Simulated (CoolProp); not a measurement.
A simple Rankine cycle with R1224YDZ: condensing at 314.15 K, boiler at 1.75 MPa, turbine inlet 395.4 K, turbine efficiency 0.9, pump efficiency 0.8, no recuperator. Each further row changes one setting.

Computed with CoolProp (reference Helmholtz-energy equation of state, Akasaka 2023).

```json
[
 {"case": "as stated", "thermal efficiency (%)": "13.7", "net work (kJ/kg)": "27.9", "heat in (kJ/kg)": "203", "turbine exit temperature (K)": "335.9", "volume ratio over the turbine": "…"},
 {"case": "turbine inlet 415.4 K", "thermal efficiency (%)": "13.7", "net work (kJ/kg)": "31.3", "heat in (kJ/kg)": "228", "turbine exit temperature (K)": "359.9", "volume ratio over the turbine": "7.61"},
 {"case": "condensing temperature 306.15 K", "thermal efficiency (%)": "…", "net work (kJ/kg)": "…", "heat in (kJ/kg)": "213", "turbine exit temperature (K)": "329.9", "volume ratio over the turbine": "10.6"},
 {"case": "boiler pressure 1.22 MPa", "thermal efficiency (%)": "…", "net work (kJ/kg)": "25.2", "heat in (kJ/kg)": "215", "turbine exit temperature (K)": "352.2", "volume ratio over the turbine": "…"},
 {"case": "turbine efficiency 0.8", "thermal efficiency (%)": "…", "net work (kJ/kg)": "…", "heat in (kJ/kg)": "203", "turbine exit temperature (K)": "339.6", "volume ratio over the turbine": "…"}
]
```

Fill in the missing entries.


- as stated, volume ratio over the turbine: 8.21
- condensing temperature 306.15 K, thermal efficiency (%): 15.0
- condensing temperature 306.15 K, net work (kJ/kg): 31.9
- boiler pressure 1.22 MPa, thermal efficiency (%): 11.7
- boiler pressure 1.22 MPa, volume ratio over the turbine: 5.10
- turbine efficiency 0.8, thermal efficiency (%): 12.1
- turbine efficiency 0.8, net work (kJ/kg): 24.7
- turbine efficiency 0.8, volume ratio over the turbine: 8.33
